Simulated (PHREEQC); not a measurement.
## Buffer: an equilibrium model

Make-up at 15 °C: 0.0074 mol/kgw NH4Cl, 0.086 mol/kgw K2HPO4 and 6e-05 mol/kgw NaCl. Closed to the air; pH follows from the charge balance.

Equilibrium calculation in PHREEQC: ion-association model, phreeqc.dat.

Each row changes one thing in this solution. No solid was allowed to form.

| case | pH | ionic strength (mol/kgw) | NH4+ (mol/kgw) | NH3 (mol/kgw) | SI of Halite (NaCl) |
|---|---|---|---|---|---|
| as made | 8.79 | 0.251 | 0.00669 | 0.000708 | -8.21 |
| K2HPO4 from 0.086 to 0.0086 mol/kgw | 8.36 | 0.0323 | 0.00703 | 0.000367 | -8.06 |
| diluted 5-fold with water | 8.86 | 0.0517 | 0.00128 | 0.000201 | -9.49 |
| temperature from 15 to 45 °C | 8.36 | 0.250 | 0.00570 | 0.00170 | -8.25 |
| K2HPO4 left out | 5.88 | 0.00746 | 0.00740 | 1.41e-6 | -7.99 |
| NH4Cl from 0.0074 to 0.0037 mol/kgw | 8.92 | 0.247 | 0.00324 | 0.000461 | -8.51 |

Species that the database lacks are ignored. At this temperature some constants are extrapolated from 25 °C, and those without enthalpy data are left unchanged.
